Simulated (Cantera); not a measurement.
# Fluorocarbon and chlorocarbon gases: CHF3 + HCl + H2

A closed system holds: 1 mol CHF3, 0.05 mol HCl, 0.97 mol H2, held at 723.15 K and 1330 Pa.

Equilibrium computed with Cantera from the NASA thermochemical tables; the gas is ideal and each condensed phase is pure. Candidate condensed phases: C, C6H6, C7H8, C8H18; 118 gas species. Condensed phases not in the tables: fluorocarbon polymer. Gases not in the tables: C2F6 and larger saturated fluorocarbons. Kinetics and transport are ignored.

```json
{
  "x(HF)": "0.978",
  "x(HCl)": "0.0166",
  "x(CF4)": "0.00499",
  "x(H2F2)": "1.95e-6",
  "n(C(graphite))": "0.985 mol",
  "gas_amount": "3.005 mol"
}
```
